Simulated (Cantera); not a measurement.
Cantera with NASA thermochemical tables; ideal gases at 1 bar, condensed phases pure. Values are per mole of reaction as written; species without (g) are pure solids or liquids, kept so even where they would boil at 1 bar.

3 H2(g) + 2 AlI3(g) ⇌ 6 HI(g) + 2 Al(g)

```csv
T (K),ΔH° (kJ),ΔS° (J/K),ΔG° (kJ),log10 K
448,[?],[?],[?],[?]
498,[?],[?],[?],[?]
548,[?],[?],[?],[?]
598,1195.8,410.1,950.6,-83.03
```

Task: Complete the blanks.

Result: 
- 448, ΔH° (kJ): 1200.1
- 448, ΔS° (J/K): 418.3
- 448, ΔG° (kJ): 1012.7
- 448, log10 K: -118.07
- 498, ΔH° (kJ): 1198.6
- 498, ΔS° (J/K): 415.3
- 498, ΔG° (kJ): 991.8
- 498, log10 K: -104.03
- 548, ΔH° (kJ): 1197.2
- 548, ΔS° (J/K): 412.5
- 548, ΔG° (kJ): 971.1
- 548, log10 K: -92.56
